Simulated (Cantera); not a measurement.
Feed: 1 mol CaO, 34 mol HBr, 29 mol H₂, at 1525 K and 3.50 Pa.

Cantera equilibrium calculation (NASA polynomials, part measured and part estimated; ideal gas, pure solids and liquids). Candidate condensed phases: Br₂, Ca, CaBr₂, CaO, Ca(OH)₂, H₂O; 19 gas species. Kinetics and transport are ignored.

Base state: H₂ 0.501, HBr 0.308, Br 0.159, CaBr₂ 0.0146, H₂O 0.0146, H 0.00283 (mole fractions); condensed: gas only.

Task: What changes in the equilibrium state with this change: pressure from 3.50 Pa to 10.0 Pa?

Result: 
```csv
species,before,after
H₂,0.501,0.490
HBr,0.308,0.366
Br,0.159,0.113
H₂O,0.0146,0.0150
CaBr₂,0.0146,0.0150
H,0.00283,0.00166
Br₂,7.63e-6,1.10e-5
```
